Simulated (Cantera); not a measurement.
A closed system holds: 1 mol FeS2, 0.64 mol H2, 1.6 mol N2, equilibrated at 5600 Pa.

Cantera equilibrium calculation (NASA polynomials, part measured and part estimated; ideal gas, pure solids and liquids). Candidate condensed phases: Fe, FeS, FeS2, S; 16 gas species. FeS: taken at fixed stoichiometry. Rates play no part.

**Question.** What share of the Fe ends up in condensed phases as a function of T (K), at 1798, 1848, 1898, 1948, 1998, 2048, 2098, 2148?

**Answer.** 
```json
[
 {"T (K)": "1798", "Fe condensed (%)": "100.0", "as": "FeS(l)"},
 {"T (K)": "1848", "Fe condensed (%)": "99.9", "as": "FeS(l)"},
 {"T (K)": "1898", "Fe condensed (%)": "99.8", "as": "FeS(l)"},
 {"T (K)": "1948", "Fe condensed (%)": "99.6", "as": "FeS(l)"},
 {"T (K)": "1998", "Fe condensed (%)": "99.1", "as": "FeS(l)"},
 {"T (K)": "2048", "Fe condensed (%)": "98.0", "as": "FeS(l)"},
 {"T (K)": "2098", "Fe condensed (%)": "95.9", "as": "FeS(l)"},
 {"T (K)": "2148", "Fe condensed (%)": "91.7", "as": "FeS(l)"}
]
```
